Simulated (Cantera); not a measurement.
# Low-pressure radical oxidation in H2/O2

An isothermal, constant-pressure homogeneous reactor starts with 0.725 % H2, 99.3 % O2, at 1200 K and 340 Pa.

Computed with Cantera and the H2/O2 subset of GRI-Mech 3.0, which has no nitrogen chemistry. Radical loss at walls, strong at low pressure, is not modelled.

| t (s) | x H2 | x O2 | x H2O2 | x H2O | x OH |
|---|---|---|---|---|---|
| 2.00e-6 | 0.00725 | 0.993 | <1e-12 | <1e-12 | <1e-12 |
| 8.76e-6 | 0.00725 | 0.993 | <1e-12 | <1e-12 | <1e-12 |
| 3.84e-5 | 0.00725 | 0.993 | <1e-12 | <1e-12 | 6.97e-12 |
| 0.000168 | 0.00725 | 0.993 | <1e-12 | 3.58e-12 | 1.04e-10 |
| 0.000737 | 0.00725 | 0.993 | <1e-12 | 1.67e-10 | 9.73e-10 |
| 0.00323 | 0.00725 | 0.993 | 1.29e-12 | 5.66e-9 | 7.76e-9 |
| 0.0141 | 0.00725 | 0.993 | 2.35e-11 | 8.71e-7 | 5.78e-7 |
| 0.0620 | 8.84e-5 | 0.986 | 5.83e-9 | 0.00663 | 0.000755 |
| 0.271 | 2.17e-5 | 0.986 | 3.49e-9 | 0.00683 | 0.000571 |
| 1.19 | 1.74e-5 | 0.988 | 3.41e-9 | 0.00690 | 0.000511 |
| 5.21 | 7.94e-6 | 0.990 | 3.02e-9 | 0.00706 | 0.000346 |
| 22.8 | 1.34e-6 | 0.992 | 1.73e-9 | 0.00720 | 0.000142 |
| 100 | 1.20e-7 | 0.993 | 4.16e-10 | 0.00725 | 4.26e-5 |
x: mole fraction; the columns are a selection and need not sum to one.

Equilibrium at this temperature and pressure: H2 1.60e-9, O2 0.993, H2O2 1.01e-11, H2O 0.00727, OH 4.94e-6 (gas phase only).
